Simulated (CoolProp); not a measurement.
Toluene at 370.05 K and 12 MPa is throttled through a valve to 7.54 MPa with no heat exchange. Each further row changes one setting.

Computed with CoolProp (reference Helmholtz-energy equation of state, Lemmon 2006). It is a short technical equation, of lower accuracy than the large ones.

```
case                      temperature change (K)  final density (kg/m³)
------------------------  ----------------------  ---------------------
as stated                                      …                      …
outlet pressure 2.26 MPa                       …                      …
outlet pressure 9.8 MPa                        …                      …
```

Problem. What belongs in the gaps?

Solution. 
- as stated, temperature change (K): +1.6
- as stated, final density (kg/m³): 801
- outlet pressure 2.26 MPa, temperature change (K): +3.5
- outlet pressure 2.26 MPa, final density (kg/m³): 792
- outlet pressure 9.8 MPa, temperature change (K): +0.8
- outlet pressure 9.8 MPa, final density (kg/m³): 804
